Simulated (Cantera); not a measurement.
Charge: 1 mol MgCO3, 0.11 mol SO3, 7.2 mol H2O, 2.4 mol H2S, at 10.0 mbar.

Cantera equilibrium calculation (NASA polynomials, part measured and part estimated; ideal gas, pure solids and liquids). Candidate condensed phases: C, C6H6, C7H8, C8H18, H2O, H2SO4, Mg, MgCO3, MgO, Mg(OH)2, MgS, MgSO4, S; 130 gas species. Equilibrium is a limit: real reactors are often held back by kinetics, nucleation or transport. All values below are at 1152 °C.

Base state: H2O 0.596, H2 0.183, S2 0.0731, CO2 0.0494, CO 0.0344, SO2 0.0343, H2S 0.0263, SO 0.00157 (mole fractions); condensed: MgO(s).

Problem. What changes in the equilibrium state with this change: H2S from 2.4 to 4.3 mol?

Solution. 
```tsv
species	before	after
H2O	0.596	0.512
H2	0.183	0.235
S2	0.0731	0.118
SO2	0.0343	0.0195
H2S	0.0263	0.0430
CO2	0.0494	0.0336
CO	0.0344	0.0350
SH	0.00137	0.00197
COS	0.000163	0.000210
S	4.40e-5	5.60e-5
SO	0.00157	0.00133
MgO(s), mol	1.00	1.000
```
